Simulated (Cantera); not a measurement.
Low-pressure radical oxidation in H2/O2

An isothermal, constant-pressure homogeneous reactor starts with 8.51 % H₂, 91.5 % O₂, equivalence ratio 0.046, at 1398 K and 1330 Pa.

Computed with Cantera and GRI-Mech 3.0 (53 species, 325 reactions). Radical loss at walls, strong at low pressure, is not modelled. The temperature is held fixed by assumption; the heat of reaction is taken as removed at once.

| t (s) | x H₂ | x O₂ | x OH | x H₂O | x H₂O₂ | x H |
|---|---|---|---|---|---|---|
| 2.00e-6 | 0.0851 | 0.915 | 1.59e-10 | 3.72e-12 | <1e-12 | 3.38e-9 |
| 1.00e-5 | 0.0851 | 0.915 | 3.39e-9 | 4.10e-10 | 2.75e-12 | 1.47e-8 |
| 5.02e-5 | 0.0851 | 0.915 | 5.38e-8 | 3.46e-8 | 6.82e-11 | 6.26e-8 |
| 0.000252 | 0.0851 | 0.915 | 3.30e-6 | 6.21e-6 | 1.61e-9 | 2.58e-6 |
| 0.00126 | 0.00290 | 0.849 | 0.0101 | 0.0695 | 1.03e-7 | 0.0154 |
| 0.00632 | 0.00204 | 0.854 | 0.00887 | 0.0728 | 8.98e-8 | 0.0125 |
| 0.0317 | 0.00130 | 0.876 | 0.00718 | 0.0790 | 8.47e-8 | 0.00595 |
| 0.159 | 0.000249 | 0.904 | 0.00318 | 0.0864 | 4.78e-8 | 0.000460 |
| 0.796 | 1.62e-5 | 0.910 | 0.000815 | 0.0884 | 1.17e-8 | 7.52e-6 |
| 3.99 | 1.35e-6 | 0.911 | 0.000235 | 0.0887 | 2.31e-9 | 1.80e-7 |
| 20.0 | 3.68e-7 | 0.911 | 0.000123 | 0.0888 | 1.09e-9 | 2.59e-8 |
x: mole fraction; the columns are a selection and need not sum to one.

Equilibrium at this temperature and pressure: H₂ 3.55e-7, O₂ 0.911, OH 0.000121, H₂O 0.0888, H₂O₂ 1.08e-9, H 2.46e-8 (gas phase only).
